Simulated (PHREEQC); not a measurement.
Make-up at 25 °C: 6.9 mmol/kgw NH4HF2, 2 mmol/kgw (NH4)2SiF6 and 19 mmol/kgw H3PO4. Closed to the air; pH follows from the charge balance.

Model: ion-association model, phreeqc.dat, run in PHREEQC.

Each row changes one thing in this solution. Precipitation was switched off in this run.

```
case                                     pH  ionic strength (mol/kgw)  HF (mol/kgw)  H2PO4- (mol/kgw)  H3PO4 (mol/kgw)  F- (mol/kgw)  SI of Quartz (SiO2)
-------------------------------------  ----  ------------------------  ------------  ----------------  ---------------  ------------  -------------------
as made                                2.27                    0.0190        0.0120            0.0112          0.00780       0.00170                -3.08
temperature from 25 to 45 °C           2.32                    0.0182        0.0123            0.0108          0.00821       0.00138                -1.83
temperature from 25 to 5 °C            2.21                    0.0198        0.0116            0.0117          0.00726       0.00203                -4.33
(NH4)2SiF6 from 0.002 to 0.02 mol/kgw  2.26                    0.0735        0.0118            0.0116          0.00745       0.00185                -2.22
(NH4)2SiF6 from 0.002 to 0.01 mol/kgw  2.26                    0.0433        0.0119            0.0114          0.00760       0.00178                -2.46
H3PO4 from 0.019 to 0.095 mol/kgw      1.72                    0.0348        0.0132            0.0283           0.0667      0.000557                -2.32
diluted 2-fold with water              2.43                    0.0105       0.00572           0.00636          0.00314       0.00114                -1.73
```

At this temperature some constants are extrapolated from 25 °C, and those without enthalpy data are left unchanged. SiF6-2 is the database's only silicon fluoride.
